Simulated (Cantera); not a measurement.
Mixture: CH4 : CO : O2 : N2 = 1 : 0.16 : 1.49 : 5.59 (molar parts), equivalence ratio 1.4, at 100000 Pa, adiabatic and at constant volume. Ignition delay is the time to a rise of 400 K.

Detailed kinetics in Cantera: GRI-Mech 3.0 (53 species, 325 reactions).

Problem. What does this change do: CH4 1 to 1.9 parts?

Solution. 
```
quantity                                                before       after
--------------------------------------------------  ----------  ----------
delay at 1150 K                                        0.129 s     0.179 s
delay at 1300 K                                        14.4 ms     20.2 ms
delay at 1450 K                                        2.24 ms     3.05 ms
delay at 1600 K                                       0.492 ms    0.620 ms
apparent activation energy between 1525 and 1675 K  190 kJ/mol  200 kJ/mol
```
